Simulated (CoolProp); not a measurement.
Vapour-liquid equilibrium of isobutene (1) + n-butane (2) at 3.04 bar; x and y are mole fractions of (1).

The numbers come from the multi-fluid Helmholtz-energy mixture model, Lemmon 2005 and Bücker 2006; pair parameters Bell 2016 in CoolProp.

Task: Give the bubble temperature and the first vapour's composition at x = 0.2, 0.5, 0.8. Is there an azeotrope?

Result: x = 0.2: 303.6 K, y = 0.239; x = 0.5: 301.2 K, y = 0.549; x = 0.8: 299.2 K, y = 0.827. No azeotrope shows between x = 0.05 and 0.95.

Pair parameters are fitted to limited data, so mixtures are less certain than the pure fluids.
